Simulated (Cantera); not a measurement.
An isothermal, constant-pressure homogeneous reactor starts with H2 : O2 : N2 = 1.6 : 1 : 4 (molar parts), at 1173 K and 150 Torr.

Cantera simulation using GRI-Mech 3.0 (53 species, 325 reactions); the numbers are that mechanism's predictions, not measurements. The temperature is held fixed by assumption; the heat of reaction is taken as removed at once.

x: mole fraction; the columns are a selection and need not sum to one.

```csv
t (s),x H2,x O2,x OH,x NO,x H2O2,x HO2
0.000100,0.242,0.152,2.30e-7,<1e-12,7.51e-10,1.56e-7
0.000231,?,?,?,?,?,?
0.000534,0.0212,0.0486,0.00368,7.20e-6,1.85e-6,1.47e-5
0.00123,0.00679,0.0376,0.00173,9.01e-6,2.36e-6,1.20e-5
0.00285,0.00141,0.0349,0.000674,9.15e-6,1.77e-6,8.60e-6
0.00658,?,0.0345,?,9.14e-6,?,?
0.0152,4.35e-5,0.0345,0.000115,9.10e-6,2.54e-7,9.53e-7
0.0351,8.81e-6,0.0345,5.67e-5,9.09e-6,8.42e-8,2.33e-7
0.0811,2.23e-6,0.0345,3.08e-5,9.10e-6,2.96e-8,6.71e-8
0.187,6.99e-7,0.0345,1.81e-5,9.12e-6,1.13e-8,2.29e-8
0.433,2.54e-7,0.0345,1.12e-5,9.14e-6,4.58e-9,9.08e-9
1.00,1.03e-7,0.0345,7.19e-6,9.15e-6,1.96e-9,4.44e-9
```

Q: What belongs in the gaps?

A: 
- 0.000231, x H2: 0.210
- 0.000231, x O2: 0.138
- 0.000231, x OH: 0.00140
- 0.000231, x NO: 1.11e-8
- 0.000231, x H2O2: 3.03e-7
- 0.000231, x HO2: 1.59e-5
- 0.00658, x H2: 0.000246
- 0.00658, x OH: 0.000262
- 0.00658, x H2O2: 7.51e-7
- 0.00658, x HO2: 3.66e-6
